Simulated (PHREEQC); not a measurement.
PHREEQC input (ion-association model, phreeqc.dat):

```
SOLUTION_MASTER_SPECIES
  Amm  AmmH+  0  AmmH  17.031  # ammonia with no redox link, constants of NH4+
SOLUTION_SPECIES
  AmmH+ = AmmH+
    -log_k 0
    -gamma 2.5 0
    -dw 1.98e-9
  AmmH+ = Amm + H+
    -log_k -9.252
    -delta_h 12.48 kcal
    -analytic 0.6322 -0.001225 -2835.76
    -dw 2.28e-9
  AmmH+ + SO4-2 = AmmHSO4-
    -log_k 1.11
PHASES
  Amm(g)
    Amm = Amm
    -log_k 1.7966
    -analytic -18.758 3.3670e-4 2.5113e3 4.8619 39.192
    -T_c 405.6
    -P_c 111.3
    -Omega 0.25
EXCHANGE_SPECIES
  AmmH+ + X- = AmmHX
    -log_k 0.6
    -gamma 2.5 0
    -delta_h -2.4
SOLUTION 0
  temp 40
  units mmol/kgw
  pH 7 charge
  Cl 77.61
  Ba 23
  Amm 5.6
  Mg 13
  O(0) 1 O2(g) -0.68
SOLUTION 1-40
  temp 40
  units mmol/kgw
  pH 7 charge
  Cl 0.59
  Na 0.58
  O(0) 1 O2(g) -0.68
END
EXCHANGE 1-40
  X 0.18
  -equilibrate 1
END
SELECTED_OUTPUT 1
  -reset false
  -pH true
  -pe true
  -ionic_strength true
  -water true
  -step true
  -totals Amm Ba Cl Mg Na
  -molalities AmmHX MgX2 NaX BaX2
  -saturation_indices Halite
PRINT
  -reset false
TRANSPORT
  -cells 40
  -shifts 279
  -lengths 0.005
  -time_step 300
  -dispersivities 0.007
  -boundary_conditions flux flux
  -correct_disp true
  -punch_cells 40
  -punch_frequency 9
END
# ... the last block is repeated for the other 31 points of pore volumes
```

Selected output (columns that matter, 21 of 32 rows; pore volumes added in front):

```
pore volumes	pH	mu	Amm	Ba	Cl	Mg	Na	m_MgX2	m_NaX	m_BaX2	si_Halite
0	5.0117	0.00059	0	0	0.00059	0	0.00058	0	0.18	0	-8.0719
0.4625	5.013	0.00073467	0	0	0.00073466	0	0.00072466	0	0.18	0	-7.8827
0.6875	5.0369	0.0080004	0	0	0.0080004	0	0.0079904	0	0.18	0	-5.8592
1.1375	5.0729	0.057031	6.2233e-19	0	0.057031	0	0.057021	0	0.18	0	-4.2556
1.3625	5.0774	0.070289	7.2749e-15	0	0.070289	0	0.070279	0	0.18	0	-4.0885
1.8125	5.0794	0.077012	2.3511e-10	0	0.077012	0	0.077002	0	0.18	0	-4.0157
2.0375	5.0796	0.07746	7.8341e-09	0	0.07746	4.974e-25	0.07745	3.4277e-23	0.18	0	-4.0111
2.4875	5.0796	0.077602	2.7265e-06	4.1872e-21	0.077602	1.5502e-16	0.077589	1.0642e-14	0.17998	5.5489e-19	-4.0096
2.7125	5.0794	0.077608	4.0056e-05	5.8603e-16	0.077608	2.5614e-12	0.077558	1.7533e-10	0.17965	7.744e-14	-4.0098
3.1625	5.0434	0.078117	0.0067818	8.5413e-06	0.07761	0.0004986	0.069804	0.015324	0.10834	0.00050676	-4.056
3.6125	5.039	0.10927	0.0095007	0.0081109	0.07761	0.023553	0.0047712	0.049099	0.0019286	0.03264	-5.2459
3.8375	5.0466	0.1118	0.0079125	0.012781	0.07761	0.021409	0.0013059	0.039056	0.00049382	0.045012	-5.8103
4.2875	5.0538	0.11315	0.0064135	0.018611	0.07761	0.016927	0.0001112	0.027426	3.9629e-05	0.058212	-6.8811
4.5125	5.0555	0.11335	0.006086	0.020187	0.07761	0.015553	3.3696e-05	0.024511	1.1843e-05	0.061418	-7.3997
4.9625	5.057	0.11352	0.0057765	0.021864	0.07761	0.014046	3.2432e-06	0.021522	1.1239e-06	0.064674	-8.4164
5.1875	5.0574	0.11356	0.0057072	0.022281	0.07761	0.013665	1.0239e-06	0.020796	3.5362e-07	0.065459	-8.9172
5.6375	5.0577	0.11359	0.0056401	0.022712	0.07761	0.013267	1.0464e-07	0.02005	3.6012e-08	0.066261	-9.9078
5.8625	5.0578	0.1136	0.0056247	0.022818	0.07761	0.013169	3.3779e-08	0.019868	1.1616e-08	0.066457	-10.399
6.3125	5.0579	0.1136	0.0056094	0.022928	0.07761	0.013068	3.5727e-09	0.01968	1.2275e-09	0.066658	-11.374
6.5375	5.0579	0.11361	0.0056058	0.022954	0.07761	0.013043	1.1688e-09	0.019634	4.0149e-10	0.066707	-11.86
6.9875	5.0579	0.11361	0.0056022	0.022982	0.07761	0.013017	1.2626e-10	0.019587	4.336e-11	0.066757	-12.826
```

Species that the database lacks are ignored. Away from 25 °C the constants follow the database's enthalpies or fits; those with neither stay at their 25 °C values.
